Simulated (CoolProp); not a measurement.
Vapour pressure (MPa) of 1,2-dichloroethane: the reference equation beside estimates from Tc = 561.6 K, pc = 5.226 MPa, ω = 0.269. Clausius-Clapeyron is anchored at 385.9 K with a constant enthalpy of vaporisation of 30.39 kJ/mol.

Values from CoolProp's reference Helmholtz-energy equation of state, Thol 2015.

```
T (K)  reference  Clausius-Clapeyron  van der Waals  Redlich-Kwong  Soave-Redlich-Kwong  Peng-Robinson
-----  ---------  ------------------  -------------  -------------  -------------------  -------------
265.4   0.001751            0.003177        0.09815       0.005214             0.001621       0.001793
289.5   0.006856            0.009996         0.1781        0.01785             0.006470       0.006914
313.6    0.02107             0.02637         0.2961        0.04827              0.02022        0.02106
337.7    0.05377             0.06059         0.4599         0.1095              0.05234        0.05352
361.8     0.1188              0.1246         0.6765         0.2176               0.1171         0.1181
385.9     0.2341              0.2341         0.9526         0.3901               0.2333         0.2331
410       0.4216              0.4085          1.294         0.6454               0.4242         0.4210
434       0.7047              0.6688          1.704         0.9999               0.7149         0.7067
458.1      1.113               1.042          2.191          1.474                1.137          1.122
482.2      1.678               1.552          2.757          2.083                1.722          1.699
```

Absolute difference from the reference over all 10 rows, mean and median: Clausius-Clapeyron 19.2 and 6.9 %, van der Waals 1135.0 and 388.2 %, Redlich-Kwong 89.2 and 74.9 %, Soave-Redlich-Kwong 2.8 and 2.4 %, Peng-Robinson 0.7 and 0.5 %.
